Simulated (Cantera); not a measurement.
Charge: 1 mol Cu, 0.42 mol F₂, 16 mol N₂, at 798.15 K and 4.20 mbar.

Method: chemical equilibrium by Gibbs-energy minimisation in Cantera with the NASA 1993 tables (ideal gas, pure condensed phases). Candidate condensed phases: Cu, CuF₂; 11 gas species. The numbers say what is thermodynamically allowed, not how fast it happens.

Base state: N₂ 1.000 (mole fractions); condensed: Cu(s) + CuF₂(s).

What changes in the equilibrium state with this change: F₂ from 0.42 to 1.3 mol?


```json
[
 {"species": "N₂", "before": "1.000", "after": "0.975"},
 {"species": "F", "before": "<1e-9", "after": "0.0133"},
 {"species": "F₂", "before": "<1e-9", "after": "0.0115"},
 {"species": "NF₃", "before": "<1e-9", "after": "0.000108"},
 {"species": "Cu(s), mol", "before": "0.580", "after": "0"},
 {"species": "CuF₂(s), mol", "before": "0.420", "after": "1.000"}
]
```
